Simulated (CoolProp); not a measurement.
Properties of C2F6 (R116) along the isobar 3.44 MPa (Tc = 293.0 K, pc = 3.048 MPa, ω = 0.257).

The numbers come from the reference Helmholtz-energy equation of state, Lemmon 2006 in CoolProp. It is a short technical equation, of lower accuracy than the large ones.

```csv
T (K),phase,Joule-Thomson coefficient (K/MPa),viscosity (µPa s),fugacity coefficient
273.1,liquid,…,121,…
287.8,liquid,1.957,82.8,…
302.4,supercritical,13.47,23.9,0.6672
317,supercritical,10.14,20.2,0.7242
331.7,supercritical,8.053,19.8,0.7674
346.3,supercritical,6.677,…,…
361,supercritical,5.674,20.5,…
375.6,supercritical,…,21.0,0.8551
```

### Question
Fill in the missing entries.

### Answer

- 273.1, Joule-Thomson coefficient (K/MPa): 0.6478
- 273.1, fugacity coefficient: 0.4331
- 287.8, fugacity coefficient: 0.5595
- 346.3, viscosity (µPa s): 20.1
- 346.3, fugacity coefficient: 0.8020
- 361, fugacity coefficient: 0.8309
- 375.6, Joule-Thomson coefficient (K/MPa): 4.913

Viscosity comes from a separate model (Huber 2003), an estimate that may be off by 10 % or more.
